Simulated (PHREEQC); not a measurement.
1 kg of water holding 0.0031 mol K2SO4, 0.014 mol Na2SO4 and 0.12 mol MgSO4 is evaporated at 90 °C; the solids stay in contact with the brine. No CO2 enters from the air. Only these solids could form: Arcanite, Bloedite, Brucite, Epsomite, Glaserite, Hexahydrite, Kieserite, Leonite, Mirabilite, Misenite, Schoenite, Thenardite.

Model: Pitzer model, pitzer.dat, run in PHREEQC.

| water left (kg) | ionic strength | water activity | Na in solution (mol/kgw) | S in solution (mol/kgw) | Mg in solution (mol/kgw) |
|---|---|---|---|---|---|
| 1 | 0.531 | 0.997 | 0.0280 | 0.137 | 0.120 |
| 0.8219 | 0.646 | 0.996 | 0.0341 | 0.167 | 0.146 |
| 0.6755 | 0.786 | 0.996 | 0.0415 | 0.203 | 0.178 |
| 0.4563 | 1.16 | 0.994 | 0.0614 | 0.300 | 0.263 |
| 0.375 | 1.42 | 0.993 | 0.0747 | 0.366 | 0.320 |
| 0.3082 | 1.72 | 0.991 | 0.0908 | 0.445 | 0.389 |
| 0.2533 | 2.10 | 0.990 | 0.111 | 0.541 | 0.474 |
| 0.2082 | 2.55 | 0.988 | 0.134 | 0.658 | 0.576 |
| 0.1407 | 3.78 | 0.982 | 0.199 | 0.975 | 0.853 |
| 0.1156 | 4.60 | 0.978 | 0.242 | 1.19 | 1.04 |
| 0.09502 | 5.59 | 0.973 | 0.295 | 1.44 | 1.26 |
| 0.07809 | 6.80 | 0.966 | 0.359 | 1.76 | 1.54 |
| 0.05275 | 10.1 | 0.942 | 0.531 | 2.60 | 2.27 |
| 0.04335 | 12.3 | 0.920 | 0.646 | 3.16 | 2.77 |
| 0.03564 | 14.9 | 0.890 | 0.786 | 3.85 | 3.37 |

Constants without temperature data keep their 25 °C values here.
